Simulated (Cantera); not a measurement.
A perfectly stirred reactor is fed with CH3OH : O2 : N2 = 1 : 1.74 : 6.56 (molar parts), equivalence ratio 0.86, at 1.00 atm; it is adiabatic with a 625 K inlet, and is followed from long to short residence time, starting on the burning branch (τ in s: 0.055, 0.029, 0.015, 0.008, 0.0042, 0.0022, 0.0012, 0.00062, 0.00032, 0.00017, 9e-05, 4.7e-05).

Cantera simulation using GRI-Mech 3.0 (53 species, 325 reactions); the numbers are that mechanism's predictions, not measurements. GRI-Mech 3.0 was tuned for natural gas; its chemistry of methanol as a main component is partial and can be far from experiment.

Predict: blow-out, bracketed by the residence times tried; x(CH3OH) at τ = 55.0 ms; x(O2) at τ = 55.0 ms; x(NO) at τ = 55.0 ms; x(O) at τ = 55.0 ms; x(CH4) at τ = 55.0 ms; x(CH3OH) at τ = 1.20 ms; x(O2) at τ = 1.20 ms; x(NO) at τ = 1.20 ms; x(O) at τ = 1.20 ms; x(CH4) at τ = 1.20 ms.


```
Quantity                                                                           Value
------------------------------------------------  --------------------------------------
blow-out, bracketed by the residence times tried  burning at 47.0 µs, the shortest tried
x(CH3OH) at τ = 55.0 ms                                                          1.10e-6
x(O2) at τ = 55.0 ms                                                              0.0266
x(NO) at τ = 55.0 ms                                                             0.00180
x(O) at τ = 55.0 ms                                                             0.000881
x(CH4) at τ = 55.0 ms                                                            3.97e-8
x(CH3OH) at τ = 1.20 ms                                                          2.16e-5
x(O2) at τ = 1.20 ms                                                              0.0347
x(NO) at τ = 1.20 ms                                                             8.97e-5
x(O) at τ = 1.20 ms                                                              0.00346
x(CH4) at τ = 1.20 ms                                                            3.61e-7
```
